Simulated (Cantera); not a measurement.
Feed: 1 mol Ti, 0.21 mol C₃H₈, 6.3 mol H₂, at 1800 K.

These are equilibrium values from Cantera (NASA tables, ideal gas, pure condensed phases), not measurements of a reactor. Candidate condensed phases: C, C₆H₆, C₇H₈, C₈H₁₈, Ti, TiC; 77 gas species. Mutual solubility and eutectic melting of coexisting phases are not modelled. TiC: taken at fixed stoichiometry. Condensed phases not in the tables: N, O or C dissolved in the metal. Equilibrium is a limit: real reactors are often held back by kinetics, nucleation or transport.

x: gas mole fraction; n: condensed amount in mol.

| P (Pa) | x H₂ | x H | x Ti | x CH₄ | n Ti(β) | n TiC(s) |
|---|---|---|---|---|---|---|
| 10 | 0.960 | 0.0351 | 0.00489 | 1.49e-12 | 0.334 | 0.630 |
| 37 | 0.980 | ___ | ___ | ___ | 0.360 | 0.630 |
| 140 | 0.990 | 0.00952 | 0.000350 | 2.22e-11 | 0.367 | 0.630 |
| 520 | 0.995 | 0.00495 | 9.41e-5 | 8.31e-11 | 0.369 | 0.630 |
| 1900 | 0.997 | ___ | ___ | ___ | 0.370 | 0.630 |
| 7200 | 0.999 | 0.00133 | 6.80e-6 | 1.16e-9 | 0.370 | 0.630 |
| 27000 | 0.999 | 0.000689 | 1.81e-6 | 4.35e-9 | 0.370 | 0.630 |
| 100000 | 1.000 | 0.000358 | 4.89e-7 | 1.61e-8 | 0.370 | 0.630 |

**Question.** What belongs in the gaps?

**Answer.** 
- 37, x H: 0.0184
- 37, x Ti: 0.00132
- 37, x CH₄: 5.74e-12
- 1900, x H: 0.00259
- 1900, x Ti: 2.58e-5
- 1900, x CH₄: 3.05e-10
